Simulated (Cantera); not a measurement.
# Equilibrium for silicon carbide growth: Si(CH₃)₄ + C₂H₂ + H₂

Input: 1 mol Si(CH₃)₄, 0.23 mol C₂H₂, 9.2 mol H₂, equilibrated at 1323 K and 0.00210 bar.

Method: chemical equilibrium by Gibbs-energy minimisation in Cantera with the NASA 1993 tables (ideal gas, pure condensed phases). Candidate condensed phases: C, C₆H₆, C₇H₈, C₈H₁₈, Si, SiC; 87 gas species. Rates play no part.

```yaml
x(H₂): 1.000
x(H): 3.46e-5
x(CH₄): 1.43e-5
n(C(graphite)): 3.46 mol
n(SiC(s)): 1.00 mol
gas_amount: 15.43 mol
log10 activity of Si(s) (absent): -2.48
```
